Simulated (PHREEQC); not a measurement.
**Nickel, zinc or cadmium bath**

Solution (20 °C): 0.19 mol CdSO4 and 0.00098 mol HCl per kg of water. Closed to the air; pH follows from the charge balance.

Equilibrium calculation in PHREEQC: ion-association model, phreeqc.dat.

Each row changes one thing in this solution. Precipitation was switched off in this run.

```
case                                              pH  ionic strength (mol/kgw)  SO4-2 (mol/kgw)  HSO4- (mol/kgw)
----------------------------------------------  ----  ------------------------  ---------------  ---------------
as made                                         3.43                     0.331           0.0475         0.000508
CdSO4 from 0.19 to 0.019 mol/kgw                   …                    0.0447           0.0101         0.000299
CdSO4 replaced by NH4HSO4 at the same molality  1.19                     0.302           0.0557            0.108
HCl left out                                    5.88                     0.331           0.0475          1.82e-6
diluted 100-fold with water                     5.08                   0.00620          0.00154                …
CdSO4 replaced by ZnSO4 at the same molality    3.49                     0.371           0.0615                …
CdSO4 from 0.19 to 0.285 mol/kgw                3.46                     0.472           0.0592         0.000524
```

Q: Some entries are withheld; supply them.

A: 
- CdSO4 from 0.19 to 0.019 mol/kgw, pH: 3.23
- diluted 100-fold with water, HSO4- (mol/kgw): 8.76e-7
- CdSO4 replaced by ZnSO4 at the same molality, HSO4- (mol/kgw): 0.000559

Species that the database lacks are ignored.
